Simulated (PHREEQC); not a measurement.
A solution holds 8.5e-05 mol H4SiO4, 0.14 mol AlCl3, 0.25 mol NH3 and 0.00016 mol (NH4)2SO4 per kg of water, at 54 °C. Closed to the air; pH follows from the charge balance.

Computed with PHREEQC (ion-association model, phreeqc.dat).

Problem. The ionic strength comes out as 0.483 mol/kgw. What activity coefficients do NH4SO4-, H+, Al+3, Al(OH)2+, AlOH+2 get?

Solution. NH4SO4- 0.72, H+ 0.76, Al+3 0.081, Al(OH)2+ 0.68, AlOH+2 0.22.

No solid was allowed to form. Examples of supersaturated solids here: Al(OH)3(a), Gibbsite (slow to form). Others may be too. At this temperature some constants are extrapolated from 25 °C, and those without enthalpy data are left unchanged.
